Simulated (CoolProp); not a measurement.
Vapour-liquid equilibrium of R143a (1) + R152A (2) at 14.2 bar; x and y are mole fractions of (1).

Model: multi-fluid Helmholtz-energy mixture model, Lemmon and Jacobsen 2000 and Outcalt 1996; pair parameters Bell 2016, in CoolProp.

```tsv
x	bubble temperature (°C)	y at the bubble point	dew temperature at overall composition x (°C)	liquid density (mol/L)
0.05	55.4	0.085	56.4	12.17
0.2	49.6	0.301	52.4	12.00
0.35	44.7	0.475	48.2	11.80
0.5	40.5	0.619	44.0	11.58
0.65	36.8	0.745	39.6	11.36
0.8	33.6	0.859	35.3	11.13
0.95	30.6	0.966	31.0	10.90
```

No azeotrope shows between x = 0.05 and 0.95.

Pair parameters are fitted to limited data, so mixtures are less certain than the pure fluids.
